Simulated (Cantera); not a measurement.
A perfectly stirred reactor is fed with CH4 : C2H6 : C3H8 : O2 : N2 : CO2 = 1 : 0.078 : 0.049 : 2.29 : 8.61 : 2 (molar parts), equivalence ratio 1.1, at 0.340 bar; it is adiabatic with a 600 K inlet, and is followed from long to short residence time, starting on the burning branch (τ in s: 0.47, 0.22, 0.1, 0.046, 0.021, 0.0099, 0.0046, 0.0021, 0.00098, 0.00045, 0.00021, 9.7e-05).

Computed with Cantera and GRI-Mech 3.0 (53 species, 325 reactions).

Problem. What does this change do: inlet temperature 600 to 375 K?

Solution. 
```tsv
quantity	before	after
blow-out, bracketed by the residence times tried	burning at 0.450 ms, out at 0.210 ms	burning at 0.980 ms, out at 0.450 ms
x(CH4) at τ = 0.470 s	2.68e-6	4.10e-6
x(C2H6) at τ = 0.470 s	2.54e-8	5.17e-8
x(C3H8) at τ = 0.470 s	1.48e-8	2.68e-8
x(H2O) at τ = 0.470 s	0.161	0.162
x(C2H4) at τ = 0.470 s	1.39e-7	2.57e-7
x(CH4) at τ = 4.60 ms	7.65e-5	0.000113
x(C2H6) at τ = 4.60 ms	1.49e-6	2.18e-6
x(C3H8) at τ = 4.60 ms	7.44e-7	1.08e-6
x(H2O) at τ = 4.60 ms	0.149	0.151
x(C2H4) at τ = 4.60 ms	3.30e-6	4.76e-6
```
